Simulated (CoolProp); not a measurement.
Vapour pressure (bar) of oxygen: the reference equation beside estimates from Tc = 154.6 K, pc = 50.46 bar, ω = 0.022.

Computed with CoolProp (reference Helmholtz-energy equation of state, Schmidt 1985).

```tsv
T (K)	reference	Lee-Kesler	Redlich-Kwong	Soave-Redlich-Kwong	Peng-Robinson
109.2	5.140	5.140	4.759	5.142	?
113.2	6.733	6.738	6.379	6.757	?
117.2	?	8.666	?	8.713	8.694
121.2	10.95	10.96	10.73	11.05	11.00
125.2	13.65	13.66	13.53	13.80	13.72
129.2	16.80	16.80	16.80	17.01	16.90
133.2	20.44	20.42	20.56	20.71	20.56
137.2	24.61	24.58	24.86	24.94	24.77
141.2	?	29.33	29.72	29.74	29.56
145.2	34.76	34.73	35.17	35.15	34.98
149.2	40.87	40.86	?	41.20	41.08
```

Question: Some entries are withheld; supply them.

Answer: 
- 109.2, Peng-Robinson: 5.163
- 113.2, Peng-Robinson: 6.761
- 117.2, reference: 8.658
- 117.2, Redlich-Kwong: 8.356
- 141.2, reference: 29.37
- 149.2, Redlich-Kwong: 41.24

Absolute difference from the reference over all 11 rows, mean and median: Lee-Kesler 0.1 and 0.1 %, Redlich-Kwong 2.2 and 1.2 %, Soave-Redlich-Kwong 0.9 and 1.1 %, Peng-Robinson 0.5 and 0.5 %.
